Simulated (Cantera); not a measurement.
Charge: 1 mol V, 1.1 mol NH3, 1.6 mol N2, at 1773 K.

Method: chemical equilibrium by Gibbs-energy minimisation in Cantera with the NASA 1993 tables (ideal gas, pure condensed phases). Candidate condensed phases: V, VN; 11 gas species. Condensed phases not in the tables: V2N, N, O or C dissolved in the metal. Equilibrium is a limit: real reactors are often held back by kinetics, nucleation or transport.

**Question.** At 3.60 Pa, list the 4 most abundant gas species with their mole fractions, and the condensed phases.

**Answer.** N2 0.556, H2 0.412, H 0.0304, V 0.00131. Condensed: V(s).
